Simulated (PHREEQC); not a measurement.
Solution (25 °C): 1.1 mol/kgw KCl, 0.037 mol/kgw MgSO4 and 0.22 mol/kgw MgCl2. Closed to the air; pH follows from the charge balance.

Model: Pitzer model, pitzer.dat, run in PHREEQC.

Each row changes one thing in this solution. No solid was allowed to form.

```tsv
case	MgOH+ (mol/kgw)	HSO4- (mol/kgw)	SI of Sylvite (KCl)	SI of Arcanite (K2SO4)
as made	3.25e-7	7.64e-8	-1.13	-1.34
temperature from 25 to 80 °C	[?]	1.63e-6	[?]	-1.87
MgSO4 from 0.037 to 0.0333 mol/kgw	3.19e-7	[?]	-1.13	-1.38
diluted 100-fold with water	2.32e-8	[?]	-4.79	-5.87
MgSO4 from 0.037 to 0.0185 mol/kgw	2.93e-7	3.96e-8	-1.12	[?]
MgCl2 from 0.22 to 0.022 mol/kgw	1.28e-7	5.82e-8	-1.26	-1.17
```

Question: What belongs in the gaps?

Answer: 
- temperature from 25 to 80 °C, MgOH+ (mol/kgw): 3.01e-6
- temperature from 25 to 80 °C, SI of Sylvite (KCl): -1.52
- MgSO4 from 0.037 to 0.0333 mol/kgw, HSO4- (mol/kgw): 6.93e-8
- diluted 100-fold with water, HSO4- (mol/kgw): 2.35e-9
- MgSO4 from 0.037 to 0.0185 mol/kgw, SI of Arcanite (K2SO4): -1.62

Away from 25 °C the constants follow the database's enthalpies or fits; those with neither stay at their 25 °C values.
